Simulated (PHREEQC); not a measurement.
Synthetic water in mg/L, 16 °C, pH 3.5, pe 10.1: Na 95.5; K 59.4; Ca 38.4; Mg 158; Cl 256; S(6) as SO4 854; Zn 3.02; Pb 32.5; Cd 47.5; F 1.18.

Valence states are taken as typed.

All values are PHREEQC results (ion-association model, wateq4f.dat), not measurements.

No solid was allowed to form.

Q: Estimate the ionic strength.

A: ionic strength 0.0316 mol/kgw.

Q: In which forms is Ca present?

A: Ca+2 75 %, CaSO4 25 % of the Ca.

The solution is supersaturated, for example in Anglesite, so a real one may precipitate; this is no full list.
